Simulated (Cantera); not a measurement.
Cantera run, input and output.

```python
import numpy as np
import cantera as ct

gas = ct.Solution("h2o2.yaml")
gas.TPX = 1100, 13332, {'H2': 0.67, 'O2': 1, 'N2': 0.95}
inlet = ct.Reservoir(gas, clone=True)

reactor = ct.IdealGasConstPressureReactor(gas, energy="off", clone=False)
exhaust = ct.Reservoir(gas, clone=True)
tau = [7.9, 2, 0.51, 0.13, 0.033, 0.0083, 0.0021, 0.00054, 0.00014][0]
for a, b in ((inlet, reactor), (reactor, exhaust)):
    ct.MassFlowController(a, b, mdot=lambda t: reactor.mass / tau)
net = ct.ReactorNet([reactor])
show = ['H2', 'O2', 'H2O', 'H', 'HO2', 'O']

rows = []
print(f"{'tau/s':>10s}{'T/K':>9s}" + "".join(f"{s:>11s}" for s in show))
for tau in [7.9, 2, 0.51, 0.13, 0.033, 0.0083, 0.0021, 0.00054, 0.00014]:
    net.initial_time = 0.0
    net.advance(30 * tau)
    before = gas.X
    net.advance(40 * tau)
    drift = np.max(np.abs(gas.X - before) / (gas.X + 1e-9))
    rows.append([gas.T, *gas[show].X, drift])
    print(f"{tau:10.3e}{gas.T:9.1f}" + "".join(f"{x:11.3e}" for x in gas[show].X))
```

It prints:

```
     tau/s      T/K         H2         O2        H2O          H        HO2          O
 7.900e+00   1100.0  1.193e-04  2.910e-01  2.930e-01  1.542e-06  3.898e-06  2.009e-05
 2.000e+00   1100.0  2.998e-04  2.910e-01  2.927e-01  6.133e-06  8.572e-06  5.249e-05
 5.100e-01   1100.0  7.348e-04  2.911e-01  2.921e-01  2.413e-05  1.688e-05  1.353e-04
 1.300e-01   1100.0  1.736e-03  2.912e-01  2.908e-01  9.460e-05  2.890e-05  3.401e-04
 3.300e-02   1100.0  3.931e-03  2.916e-01  2.878e-01  3.701e-04  4.280e-05  8.236e-04
 8.300e-03   1100.0  8.595e-03  2.923e-01  2.811e-01  1.442e-03  5.553e-05  1.913e-03
 2.100e-03   1100.0  1.819e-02  2.940e-01  2.663e-01  5.399e-03  6.382e-05  4.217e-03
 5.400e-04   1100.0  3.734e-02  2.978e-01  2.336e-01  1.801e-02  6.501e-05  8.590e-03
 1.400e-04   1100.0  7.490e-02  3.077e-01  1.702e-01  4.375e-02  5.718e-05  1.424e-02
```

Detailed kinetics in Cantera: the H2/O2 subset of GRI-Mech 3.0, which has no nitrogen chemistry. The temperature is held fixed by assumption; the heat of reaction is taken as removed at once.
